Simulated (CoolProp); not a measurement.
Model: reference Helmholtz-energy equation of state, Penoncello 2003, in CoolProp.

**Question.** Give the vapour pressure (kPa), vapour Z, liquid viscosity (µPa s), liquid conductivity (mW/(m K)) of saturated CHF3 (R23) at -52.45, -30.55, 2.35 °C.

**Answer.** 
| T (°C) | p (kPa) | vapour Z | liquid viscosity (µPa s) | liquid conductivity (mW/(m K)) |
|---|---|---|---|---|
| -52.45 | 433 | 0.892 | 197 | 112 |
| -30.55 | 989 | 0.815 | 146 | 98.4 |
| 2.35 | 2660 | 0.631 | 88.7 | 76.8 |

Viscosity comes from a separate model (Shan 2000). Thermal conductivity comes from a separate model (Shan 2000).
